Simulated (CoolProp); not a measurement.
A closed Brayton cycle with carbon dioxide: compressor inlet 309.15 K and 9 MPa, high pressure 21.9 MPa, turbine inlet 980 K, compressor efficiency 0.8, turbine efficiency 0.93, recuperator effectiveness 0 (on enthalpy, no pinch check). Each further row changes one setting.

Values from CoolProp's reference Helmholtz-energy equation of state, Span 1996.

```tsv
case	thermal efficiency (%)	net work (kJ/kg)	compressor to turbine work	compressor exit (K)	turbine exit (K)
as stated	13.7	124	0.16	336.6	856.8
turbine inlet 930 K	?	116	0.17	336.6	811.0
compressor inlet 319.15 K	?	?	?	?	856.8
high pressure 18.6 MPa	11.4	104	?	?	878.8
recuperator effectiveness 0.5	21.1	124	0.16	336.6	856.8
```

Problem. Complete the blanks.

Solution. 
- turbine inlet 930 K, thermal efficiency (%): 13.8
- compressor inlet 319.15 K, thermal efficiency (%): 13.6
- compressor inlet 319.15 K, net work (kJ/kg): 108
- compressor inlet 319.15 K, compressor to turbine work: 0.26
- compressor inlet 319.15 K, compressor exit (K): 381.2
- high pressure 18.6 MPa, compressor to turbine work: 0.14
- high pressure 18.6 MPa, compressor exit (K): 330.9
